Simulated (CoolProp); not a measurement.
Vapour-liquid equilibrium of CF4 (R14) (1) + CHF3 (R23) (2) at 0.495 MPa; x and y are mole fractions of (1).

Values from CoolProp's multi-fluid Helmholtz-energy mixture model, Platzer 1990 and Penoncello 2003; pair parameters Bell 2016. This equation is an older, rougher fit; its heat capacities, sound speeds and derivatives of the liquid may be far off and weren't checked against measurements.

| x | bubble temperature (°C) | y at the bubble point | dew temperature at overall composition x (°C) | liquid density (mol/L) |
|---|---|---|---|---|
| 0.05 | -63.7 | 0.466 | -50.5 | 19.27 |
| 0.15 | -82.2 | 0.803 | -53.3 | 19.68 |
| 0.25 | -90.1 | 0.883 | -56.2 | 19.50 |
| 0.35 | -93.6 | … | -59.5 | 19.10 |
| 0.45 | -95.2 | 0.923 | -63.1 | 18.62 |
| 0.55 | -96.1 | 0.930 | -67.2 | 18.13 |
| 0.65 | -96.9 | 0.937 | -72.1 | 17.65 |
| 0.75 | … | 0.945 | -78.2 | 17.22 |
| 0.85 | -98.8 | 0.959 | -86.5 | 16.85 |
| 0.95 | -100.1 | 0.983 | … | 16.55 |

### Question
Fill in the missing entries.

### Answer

- 0.35, y at the bubble point: 0.911
- 0.75, bubble temperature (°C): -97.7
- 0.95, dew temperature at overall composition x (°C): -98.1

No azeotrope shows between x = 0.05 and 0.95.

Pair parameters are fitted to limited data, so mixtures are less certain than the pure fluids. With so large a gap from Raoult's law the liquid may split in two, which this calculation doesn't test in full.
